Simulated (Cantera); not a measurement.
A perfectly stirred reactor is fed with 94.3 % N₂O, 5.66 % H₂O, at 0.400 bar; it is held at 1523 K, and followed from long to short residence time.

Model: GRI-Mech 3.0 (53 species, 325 reactions), integrated in Cantera. GRI-Mech 3.0 was tuned for natural gas; its chemistry of N2O as a main component is partial and can be far from experiment. The temperature is held fixed by assumption; the heat of reaction is taken as removed at once.

Task: Predict: x(N₂O) at τ = 1.80 s; x(H₂O) at τ = 1.80 s; x(NO) at τ = 1.80 s; x(N₂) at τ = 1.80 s; x(NO₂) at τ = 1.80 s; x(N₂O) at τ = 18.0 ms; x(H₂O) at τ = 18.0 ms; x(NO) at τ = 18.0 ms; x(N₂) at τ = 18.0 ms; x(NO₂) at τ = 18.0 ms.

Result: 
| Item | Value |
|---|---|
| x(N₂O) at τ = 1.80 s | 0.0144 |
| x(H₂O) at τ = 1.80 s | 0.0386 |
| x(NO) at τ = 1.80 s | 0.0674 |
| x(N₂) at τ = 1.80 s | 0.597 |
| x(NO₂) at τ = 1.80 s | 0.000212 |
| x(N₂O) at τ = 18.0 ms | 0.486 |
| x(H₂O) at τ = 18.0 ms | 0.0476 |
| x(NO) at τ = 18.0 ms | 0.0626 |
| x(N₂) at τ = 18.0 ms | 0.279 |
| x(NO₂) at τ = 18.0 ms | 0.000769 |
